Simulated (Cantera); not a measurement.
Feed: 1 mol C, 0.29 mol NH₃, 0.44 mol H₂, held at 875 K and 41.3 Torr.

Equilibrium computed with Cantera from the NASA thermochemical tables; the gas is ideal and each condensed phase is pure. Candidate condensed phases: C, C₆H₆, C₇H₈, C₈H₁₈; 92 gas species. The numbers say what is thermodynamically allowed, not how fast it happens.

Base state: H₂ 0.839, N₂ 0.145, CH₄ 0.0169, NH₃ 2.39e-5 (mole fractions); condensed: C(graphite).

Task: What changes in the equilibrium state with this change: temperature from 875 K to 2875 K?

Result: 
```json
[
 {"species": "H₂", "before": "0.839", "after": "0.511"},
 {"species": "H", "before": "<1e-9", "after": "0.322"},
 {"species": "N₂", "before": "0.145", "after": "0.0968"},
 {"species": "C₂H₂ (acetylene)", "before": "<1e-9", "after": "0.0218"},
 {"species": "HCN", "before": "1.83e-7", "after": "0.0355"},
 {"species": "CH₄", "before": "0.0169", "after": "1.29e-6"},
 {"species": "HNC", "before": "<1e-9", "after": "0.00604"},
 {"species": "CN", "before": "<1e-9", "after": "0.00204"},
 {"species": "C₂H", "before": "<1e-9", "after": "0.00196"},
 {"species": "C(graphite), mol", "before": "0.983", "after": "0.881"}
]
```
